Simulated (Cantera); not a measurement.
A perfectly stirred reactor is fed with 4.55 % NH3, 95.5 % N2, at 750 Torr; it is held at 2023 K, and followed from long to short residence time.

Cantera simulation using the gas-phase N/H chemistry of the illustrative SiF4/NH3 mechanism in the Surface Chemkin manual (1991); the numbers are that mechanism's predictions, not measurements. Walls and surfaces, which speed up NH3 decomposition in real reactors, are not modelled.

**Question.** Predict: x(NH3) at τ = 6.60 s; x(N) at τ = 6.60 s; x(H2) at τ = 6.60 s; x(NH2) at τ = 6.60 s; x(NH) at τ = 6.60 s; x(NH3) at τ = 0.230 s; x(N) at τ = 0.230 s; x(H2) at τ = 0.230 s; x(NH2) at τ = 0.230 s; x(NH) at τ = 0.230 s.

**Answer.** 
```json
{
 "x(NH3) at τ = 6.60 s": "0.000312",
 "x(N) at τ = 6.60 s": "5.74e-7",
 "x(H2) at τ = 6.60 s": "0.0646",
 "x(NH2) at τ = 6.60 s": "5.37e-6",
 "x(NH) at τ = 6.60 s": "1.01e-6",
 "x(NH3) at τ = 0.230 s": "0.00614",
 "x(N) at τ = 0.230 s": "9.19e-7",
 "x(H2) at τ = 0.230 s": "0.0563",
 "x(NH2) at τ = 0.230 s": "4.74e-5",
 "x(NH) at τ = 0.230 s": "3.78e-6"
}
```
